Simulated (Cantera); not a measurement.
What does this Cantera script print?

```python
import numpy as np
import cantera as ct

gas_names = [...]  # 151 gases of nasa_gas.yaml made of C, H, N, O, Si
cond_names = """
    C(gr) C6H6(L) C7H8(L) C8H18(L),n-octa H2O(s) H2O(L) Si(cr) Si(L) SiC(b) SiO2(Lqz) SiO2(hqz) SiO2(L)
    Si2N2O(s) Si3N4(a)
""".split()


# ... load() reads the species with a 1 bar reference pressure and builds the phases ...
atoms = {
    'Si3N4': {'Si': 3, 'N': 4},
    'CO2': {'C': 1, 'O': 2},
    'H2': {'H': 2},
    'O2': {'O': 2},
}
top_T = {'C(gr)': 4500, 'SiC(b)': 3050, 'Si2N2O(s)': 2100, 'Si3N4(a)': 2400}  # K; cautious upper limits of use, not melting points


# ... equilibrate(T, P, feed) seeds the gas with the atoms and calls Mixture.equilibrate('TP', solver="vcs", rtol=1e-11, max_steps=5000) ...
results = []
feed = {'Si3N4': 1, 'CO2': 0.64, 'H2': 29, 'O2': 0.13}  # mol
P = 21000  # Pa
for T in [1023, 1073, 1123, 1173, 1223, 1273, 1323, 1373]:
    mix = equilibrate(T, P, feed)
    results.append((T, P, feed, dict(zip(mix.species_names, mix.species_moles))))
    x = sorted(zip(gas.X, gas.species_names), reverse=True)
    print(f"T = {T:g} K  P = {P:g} Pa  gas = {mix.phase_moles(0):.4g} mol")
    print("   x: " + "  ".join(f"{s} {v:.3e}" for v, s in x if v > 1e-05))
    print("   condensed (mol): " + ("  ".join(f"{mix.phase(i).name} {mix.phase_moles(i):.4g}"
          for i in range(1, mix.n_phases) if mix.phase_moles(i) > 1e-12) or "none"))
```

Output:

```
T = 1023 K  P = 21000 Pa  gas = 29.09 mol
   x: H2 9.673e-01  N2 1.748e-02  CH4 1.474e-02  CO 4.498e-04  H2O 2.501e-05  NH3 1.324e-05
   condensed (mol): C(gr) 0.198  SiO2(hqz) 0.01746  Si2N2O(s) 1.491
T = 1073 K  P = 21000 Pa  gas = 29.27 mol
   x: H2 9.725e-01  N2 1.713e-02  CH4 9.126e-03  CO 1.182e-03  H2O 3.138e-05
   condensed (mol): C(gr) 0.3382  SiO2(hqz) 0.002988  Si2N2O(s) 1.499
T = 1123 K  P = 21000 Pa  gas = 29.37 mol
   x: H2 9.757e-01  N2 1.702e-02  CH4 5.868e-03  CO 1.344e-03  H2O 1.817e-05
   condensed (mol): C(gr) 0.4281  Si2N2O(s) 1.5
T = 1173 K  P = 21000 Pa  gas = 29.42 mol
   x: H2 9.777e-01  N2 1.699e-02  CH4 3.905e-03  CO 1.350e-03
   condensed (mol): C(gr) 0.4851  Si2N2O(s) 1.5
T = 1223 K  P = 21000 Pa  gas = 29.46 mol
   x: H2 9.790e-01  N2 1.696e-02  CH4 2.681e-03  CO 1.352e-03  HCN 1.233e-05
   condensed (mol): C(gr) 0.5208  Si2N2O(s) 1.5
T = 1273 K  P = 21000 Pa  gas = 29.48 mol
   x: H2 9.798e-01  N2 1.695e-02  CH4 1.894e-03  CO 1.353e-03  HCN 2.057e-05
   condensed (mol): C(gr) 0.5436  Si2N2O(s) 1.5
T = 1323 K  P = 21000 Pa  gas = 29.5 mol
   x: H2 9.803e-01  N2 1.693e-02  CH4 1.372e-03  CO 1.354e-03  HCN 3.300e-05
   condensed (mol): C(gr) 0.5585  Si2N2O(s) 1.5
T = 1373 K  P = 21000 Pa  gas = 29.51 mol
   x: H2 9.806e-01  N2 1.692e-02  CO 1.354e-03  CH4 1.017e-03  HCN 5.112e-05
   condensed (mol): C(gr) 0.5684  Si2N2O(s) 1.5
```

Equilibrium computed with Cantera from the NASA thermochemical tables; the gas is ideal and each condensed phase is pure. Mutual solubility and eutectic melting of coexisting phases are not modelled.
